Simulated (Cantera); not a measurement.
Gas mixture: 56.2 % H2, 43.8 % H2O, at 0.133 bar, frozen composition.

Cantera's kinetic-theory transport with the Lennard-Jones parameters of GRI-Mech 3.0, ideal gas; thermal conductivity in the multicomponent form. Polar gases are described roughly by these parameters.

D: mixture-averaged diffusion coefficient of that species in the mixture.

```tsv
T (K)	ρ (kg/m³)	cp (J/kg/K)	μ (µPa s)	λ (mW/m/K)	Pr	D (cm²/s) H2O	D (cm²/s) C2H2	D (cm²/s) H
400	0.0361	3490	14.1	119	0.413	11.0	3.80	21.6
600	0.0241	3588	___	___	0.449	___	___	___
800	0.0181	3727	27.1	212	0.478	37.3	13.5	73.7
1000	0.0145	3886	33.2	258	0.501	54.6	20.0	108
1200	0.0120	4063	___	___	0.518	___	___	___
1400	0.0103	4230	44.5	354	0.531	96.1	35.8	191
1600	0.00904	4384	49.7	403	0.542	120	44.9	239
1800	0.00803	4524	54.7	450	0.550	146	54.8	291
```

Q: What belongs in the gaps?

A: 
- 600, μ (µPa s): 20.7
- 600, λ (mW/m/K): 166
- 600, D (cm²/s) H2O: 22.7
- 600, D (cm²/s) C2H2: 8.08
- 600, D (cm²/s) H: 44.7
- 1200, μ (µPa s): 39.0
- 1200, λ (mW/m/K): 306
- 1200, D (cm²/s) H2O: 74.2
- 1200, D (cm²/s) C2H2: 27.5
- 1200, D (cm²/s) H: 147
